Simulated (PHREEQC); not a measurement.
Alkaline etch or developer: speciation

A solution holds 0.0155 mol/kgw LiOH, at 61 °C. Closed to the air; pH follows from the charge balance.

Equilibrium calculation in PHREEQC: ion-association model, phreeqc.dat.

Precipitation was switched off in this run.

Problem. Estimate the pH.

Solution. pH 11.12.

Constants without temperature data keep their 25 °C values here.
